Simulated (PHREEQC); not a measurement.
Make-up at 25 °C: 1.3 mol NH3 and 0.00011 mol CO2 per kg of water. Closed to the air; pH follows from the charge balance.

The numbers come from PHREEQC with the ion-association model, wateq4f.dat.

Question: The ionic strength comes out as 0.00532 mol/kgw. What activity coefficients do NH4+, OH-, CO3-2, HCO3- get?

Answer: NH4+ 0.92, OH- 0.92, CO3-2 0.74, HCO3- 0.93.

This is a speciation only: nothing precipitates in the calculation.
